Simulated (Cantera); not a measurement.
A Cantera script and its output.

```python
import numpy as np
import cantera as ct

gas = ct.Solution("gri30.yaml")
gas.TPX = 1725, 2100000, {'CO': 1, 'H2': 0.29, 'O2': 0.872, 'N2': 3.28}
reactor = ct.IdealGasConstPressureReactor(gas, energy="on", clone=False)
net = ct.ReactorNet([reactor])
net.rtol, net.atol = 1e-08, 1e-16
show = ['CO', 'H2', 'O2', 'NO2', 'CO2']
times = np.geomspace(2e-06, 2, 12)

steps = ct.SolutionArray(gas, extra=["t"])
rows = []
print(f"{'t/s':>10s}{'T/K':>9s}{'P/Pa':>11s}" + "".join(f"{s:>11s}" for s in show))
for t in times:
    while net.time < t:
        t_next = net.step()
        steps.append(gas.state, t=t_next)
    rows.append([np.interp(t, steps.t, y) for y in (steps.T, steps.P, *steps(*show).X.T)])
    print(f"{t:10.3e}{rows[-1][0]:9.1f}{rows[-1][1]:11.4g}" + "".join(f"{x:11.3e}" for x in rows[-1][2:]))
rate = np.gradient(steps.T, steps.t)
print("integrator steps:", len(steps.t))
if steps.T.max() > steps.T[0] + 200:
    print(f"time of steepest temperature rise: {steps.t[rate.argmax()]:.4e} s")
gas.TPX = 1725, 2100000, {'CO': 1, 'H2': 0.29, 'O2': 0.872, 'N2': 3.28}
gas.equilibrate("HP")
print(f"equilibrium (HP): T = {gas.T:.1f} K  " + "  ".join(f"{s} {gas[s].X[0]:.3e}" for s in show))
```

It prints:

```
       t/s      T/K       P/Pa         CO         H2         O2        NO2        CO2
 2.000e-06   2610.8    2.1e+06  8.742e-02  3.655e-03  7.938e-02  5.703e-07  1.082e-01
 7.022e-06   2984.3    2.1e+06  5.011e-02  2.118e-03  6.464e-02  2.309e-06  1.512e-01
 2.466e-05   3005.9    2.1e+06  4.677e-02  2.003e-03  6.115e-02  8.611e-06  1.550e-01
 8.658e-05   2993.3    2.1e+06  4.646e-02  2.006e-03  5.664e-02  2.145e-05  1.555e-01
 3.040e-04   2985.3    2.1e+06  4.629e-02  2.008e-03  5.386e-02  2.900e-05  1.557e-01
 1.067e-03   2985.0    2.1e+06  4.628e-02  2.008e-03  5.375e-02  2.928e-05  1.557e-01
 3.748e-03   2985.0    2.1e+06  4.628e-02  2.008e-03  5.375e-02  2.928e-05  1.557e-01
 1.316e-02   2985.0    2.1e+06  4.628e-02  2.008e-03  5.375e-02  2.928e-05  1.557e-01
 4.620e-02   2985.0    2.1e+06  4.628e-02  2.008e-03  5.375e-02  2.928e-05  1.557e-01
 1.622e-01   2985.0    2.1e+06  4.628e-02  2.008e-03  5.375e-02  2.928e-05  1.557e-01
 5.696e-01   2985.0    2.1e+06  4.628e-02  2.008e-03  5.375e-02  2.928e-05  1.557e-01
 2.000e+00   2985.0    2.1e+06  4.628e-02  2.008e-03  5.375e-02  2.928e-05  1.557e-01
integrator steps: 1240
time of steepest temperature rise: 6.7155e-07 s
equilibrium (HP): T = 2985.0 K  CO 4.628e-02  H2 2.008e-03  O2 5.375e-02  NO2 2.928e-05  CO2 1.557e-01
```

Cantera simulation using GRI-Mech 3.0 (53 species, 325 reactions); the numbers are that mechanism's predictions, not measurements. The hydrogen kinetics of GRI-Mech 3.0 are dated; newer H2 mechanisms differ, most at raised pressure. The pressure lies above the range GRI-Mech 3.0 was tuned for (to about 10 atm). Above 3000 K some thermodynamic fits are extrapolated.
